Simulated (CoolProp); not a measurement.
R134a at several states: density (kg/m³) from the reference equation and from simpler models built on Tc = 101.1 °C, pc = 4.059 MPa, ω = 0.327; each cubic takes its own stable root.

The numbers come from the reference Helmholtz-energy equation of state, Tillner-Roth 1994 in CoolProp.

```json
[
 {"T (°C)": "180.25", "p (MPa)": "0.223", "phase": "gas", "reference": "6.094"},
 {"T (°C)": "80.85", "p (MPa)": "1.87", "phase": "gas", "reference": "85.51"},
 {"T (°C)": "71.45", "p (MPa)": "7.27", "phase": "liquid", "reference": "1065"},
 {"T (°C)": "16.85", "p (MPa)": "0.676", "phase": "liquid", "reference": "1238"},
 {"T (°C)": "164.95", "p (MPa)": "0.0873", "phase": "gas", "reference": "2.456"}
]
```

Q: How far does each simpler model (van der Waals, Redlich-Kwong, Soave-Redlich-Kwong) lie from the reference over these 5 states: mean and median of the absolute difference, and the worst?

A: 
- van der Waals: mean 28.3 %, median 6.9 %, worst -97.4 % at 16.85 °C and 0.676 MPa
- Redlich-Kwong: mean 23.7 %, median 3.1 %, worst -97.3 % at 16.85 °C and 0.676 MPa
- Soave-Redlich-Kwong: mean 6.2 %, median 2.0 %, worst -15.1 % at 71.45 °C and 7.27 MPa

At some of these states van der Waals, Redlich-Kwong gives the other phase, because its saturation line lies elsewhere.
